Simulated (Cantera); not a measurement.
What does this Cantera script print?

```python
import numpy as np
import cantera as ct

gas_names = [...]  # 139 gases of nasa_gas.yaml made of C, H, N, O, Pb
cond_names = """
    C(gr) C6H6(L) C7H8(L) C8H18(L),n-octa H2O(s) H2O(L) Pb(cr) Pb(L) PbO(rd) PbO(yw) PbO(L) PbO2(s)
    Pb3O4(s)
""".split()


# ... load() reads the species with a 1 bar reference pressure and builds the phases ...
atoms = {
    'PbO': {'Pb': 1, 'O': 1},
    'CH4': {'C': 1, 'H': 4},
    'N2': {'N': 2},
}
top_T = {'C(gr)': 4500, 'Pb3O4(s)': 820}  # K; cautious upper limits of use, not melting points


# ... equilibrate(T, P, feed) seeds the gas with the atoms and calls Mixture.equilibrate('TP', solver="vcs", rtol=1e-11, max_steps=5000) ...
results = []
feed = {'PbO': 1, 'CH4': 2.3, 'N2': 0.58}  # mol
T = 1223.15  # K
for P in [10, 68, 460, 3200, 22000, 150000, 1000000]:
    mix = equilibrate(T, P, feed)
    results.append((T, P, feed, dict(zip(mix.species_names, mix.species_moles))))

top = {s: max(r[3][s] / sum(r[3][g] for g in gas_names) for r in results) for s in gas_names}
cols = sorted((s for s in top if top[s] > 0.001), key=lambda s: -top[s])[:8]
seen = [c for c in cond_names if any(r[3].get(c, 0) > 1e-12 for r in results)]
print("log10 of partial pressures in bar; condensed amounts in mol")
print(f"{'P/Pa':>10s}" + "".join(f"{s[:9]:>10s}" for s in cols + seen))
for T, P, feed, n in results:
    ng = sum(n[g] for g in gas_names)
    print(f"{P:10.4g}" + "".join(f"{np.log10(max(n[s] / ng * P / 1e5, 1e-99)):10.3f}" for s in cols)
          + "".join(f"{n.get(c, 0):10.4g}" for c in seen))
```

Result:

```
log10 of partial pressures in bar; condensed amounts in mol
      P/Pa        H2        CO        Pb        N2       CH4       H2O       CO2     C(gr)     Pb(L)
        10    -4.193    -4.856    -4.856    -5.093   -10.263   -10.747   -11.575       1.3         0
        68    -3.361    -4.024    -4.024    -4.260    -8.598    -9.082    -9.910       1.3         0
       460    -2.531    -3.193    -3.193    -3.430    -6.937    -7.422    -8.249       1.3         0
      3200    -1.636    -2.298    -3.041    -2.535    -5.147    -5.632    -6.459     1.299    0.8193
   2.2e+04    -0.789    -1.451    -3.041    -1.686    -3.454    -3.938    -4.765     1.294    0.9744
   1.5e+05     0.039    -0.621    -3.041    -0.846    -1.797    -2.279    -3.104      1.26    0.9963
     1e+06     0.824     0.173    -3.041     0.006    -0.228    -0.700    -1.515     1.093    0.9995
```

These are equilibrium values from Cantera (NASA tables, ideal gas, pure condensed phases), not measurements of a reactor.
